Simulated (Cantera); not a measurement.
Input: 1 mol Al, a varied amount of N₂O, 39 mol H₂, held at 1198.15 K and 10.0 Torr.

Method: chemical equilibrium by Gibbs-energy minimisation in Cantera with the NASA 1993 tables (ideal gas, pure condensed phases). Candidate condensed phases: Al, AlN, Al₂O₃, H₂O; 35 gas species. Kinetics and transport are ignored.

x: gas mole fraction; n: condensed amount in mol.

```json
[
 {"n(N₂O) (mol)": "5.4", "x H₂": "0.791", "x N₂": "0.122", "x H₂O": "0.0878", "x H": "1.47e-6", "n Al₂O₃(s)": "0.500"},
 {"n(N₂O) (mol)": "7.6", "x H₂": "0.706", "x N₂": "0.163", "x H₂O": "0.131", "x H": "1.39e-6", "n Al₂O₃(s)": "0.500"},
 {"n(N₂O) (mol)": "10", "x H₂": "0.622", "x N₂": "0.204", "x H₂O": "0.173", "x H": "1.30e-6", "n Al₂O₃(s)": "0.500"},
 {"n(N₂O) (mol)": "15", "x H₂": "…", "x N₂": "…", "x H₂O": "…", "x H": "…", "n Al₂O₃(s)": "0.500"},
 {"n(N₂O) (mol)": "20", "x H₂": "…", "x N₂": "…", "x H₂O": "…", "x H": "…", "n Al₂O₃(s)": "0.500"},
 {"n(N₂O) (mol)": "28", "x H₂": "0.187", "x N₂": "0.418", "x H₂O": "0.396", "x H": "7.13e-7", "n Al₂O₃(s)": "0.500"},
 {"n(N₂O) (mol)": "39", "x H₂": "0.0192", "x N₂": "0.500", "x H₂O": "0.481", "x H": "2.29e-7", "n Al₂O₃(s)": "0.500"}
]
```

**Question.** Fill in the missing entries.

**Answer.** 
- 15, x H₂: 0.472
- 15, x N₂: 0.278
- 15, x H₂O: 0.250
- 15, x H: 1.13e-6
- 20, x H₂: 0.347
- 20, x N₂: 0.339
- 20, x H₂O: 0.314
- 20, x H: 9.73e-7
